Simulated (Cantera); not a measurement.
Charge: 1 mol PbO, 1700 mol H2, 1 mol H2O, equilibrated at 1898.15 K and 67.0 Pa.

Cantera equilibrium calculation (NASA polynomials, part measured and part estimated; ideal gas, pure solids and liquids). Candidate condensed phases: H2O, Pb, PbO, PbO2, Pb3O4; 12 gas species. Rates play no part.

Base state: H2 0.969, H 0.0298, H2O 0.00115, Pb 0.000579 (mole fractions); condensed: gas only.

Question: What changes in the equilibrium state with this change: temperature from 1898.15 K to 1073.15 K?

Answer: 
```tsv
species	before	after
H2	0.969	0.998
H2O	0.00115	0.00118
Pb	0.000579	0.000588
H	0.0298	5.43e-7
```

Question: What changes in the equilibrium state with this change: temperature from 1898.15 K to 1348.15 K?

Answer: 
| species | before | after |
|---|---|---|
| H2 | 0.969 | 0.998 |
| H2O | 0.00115 | 0.00118 |
| Pb | 0.000579 | 0.000588 |
| H | 0.0298 | 8.95e-5 |

Question: What changes in the equilibrium state with this change: temperature from 1898.15 K to 600 K?

Answer: 
```csv
species,before,after
H2,0.969,0.999
H2O,0.00115,0.00118
Pb,0.000579,7.70e-9
H,0.0298,<1e-9
"Pb(s), mol",0,1.000
```
